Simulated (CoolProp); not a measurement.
Vapour pressure (bar) of R114: the reference equation beside estimates from Tc = 420.6 K, pc = 33.52 bar, ω = 0.252. Clausius-Clapeyron is anchored at 331.4 K with a constant enthalpy of vaporisation of 19.42 kJ/mol.

Model: reference Helmholtz-energy equation of state, Platzer 1990, in CoolProp. This equation is an older, rougher fit; its heat capacities, sound speeds and derivatives of the liquid may be far off and weren't checked against measurements.

```
T (K)  reference  Lee-Kesler  Clausius-Clapeyron  van der Waals  Redlich-Kwong  Soave-Redlich-Kwong  Peng-Robinson
-----  ---------  ----------  ------------------  -------------  -------------  -------------------  -------------
309.4      3.033       3.013               3.360          8.615          4.396                3.012          2.988
314.9      3.558       3.539               3.833          9.389          5.044                3.541          3.508
320.4      4.148       4.131               4.354          10.21          5.758                4.137          4.094
325.9      4.808       4.794               4.923          11.07          6.539                4.806          4.751
331.4      5.545       5.533               5.545          11.97          7.391                5.553          5.486
336.8      6.347       6.337               6.208          12.91          8.300                6.368          6.287
342.3      7.250       7.241               6.940          13.91          9.302                7.286          7.191
347.8      8.245       8.236               7.730          14.95          10.38                8.298          8.189
353.3      9.338       9.328               8.582          16.04          11.55                9.412          9.288
358.7      10.51       10.50               9.480          17.16          12.77                10.61          10.47
364.2      11.82       11.80               10.46          18.35          14.11                11.94          11.79
369.7      13.24       13.22               11.51          19.59          15.54                13.39          13.22
375.2      14.79       14.77               12.62          20.88          17.06                14.96          14.79
380.7      16.47       16.44               13.81          22.22          18.68                16.66          16.48
386.1      18.25       18.22               15.05          23.59          20.36                18.47          18.29
```

Absolute difference from the reference over all 15 rows, mean and median: Lee-Kesler 0.2 and 0.2 %, Clausius-Clapeyron 8.6 and 8.1 %, van der Waals 90.7 and 81.3 %, Redlich-Kwong 26.8 and 25.9 %, Soave-Redlich-Kwong 0.7 and 0.7 %, Peng-Robinson 0.7 and 0.7 %.
